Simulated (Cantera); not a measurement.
Reactions in the system Cl-H-Li-O

Standard-state values (1 bar) from the NASA 1993 polynomials, evaluated with Cantera. Values are per mole of reaction as written; species without (g) are pure solids or liquids, kept so even where they would boil at 1 bar.

2 OH(g) + 2 LiCl = Cl2(g) + Li2O + H2O(g)

| T (K) | ΔH° (kJ) | ΔS° (J/K) | ΔG° (kJ) | log10 K | condensed phases |
|---|---|---|---|---|---|
| 498 | -108.4 | -51.0 | -83.0 | 8.70 | LiCl(s), Li2O(s) |
| 598 | -110.8 | -55.4 | -77.6 | 6.78 | LiCl(s), Li2O(s) |
| 698 | -113.1 | -59.0 | -71.9 | 5.38 | LiCl(s), Li2O(s) |
| 798 | -115.4 | -62.1 | -65.9 | 4.31 | LiCl(s), Li2O(s) |
| 898 | -157.6 | -109.9 | -58.8 | 3.42 | LiCl(l), Li2O(s) |
| 998 | -160.3 | -112.8 | -47.7 | 2.50 | LiCl(l), Li2O(s) |
| 1098 | -162.1 | -115.0 | -35.9 | 1.71 | LiCl(l), Li2O(s) |
| 1198 | -163.8 | -116.5 | -24.3 | 1.06 | LiCl(l), Li2O(s) |
| 1298 | -165.1 | -117.5 | -12.6 | 0.51 | LiCl(l), Li2O(s) |
| 1398 | -166.0 | -118.1 | -0.8 | 0.03 | LiCl(l), Li2O(s) |
| 1498 | -166.4 | -118.5 | 11.0 | -0.38 | LiCl(l), Li2O(s) |
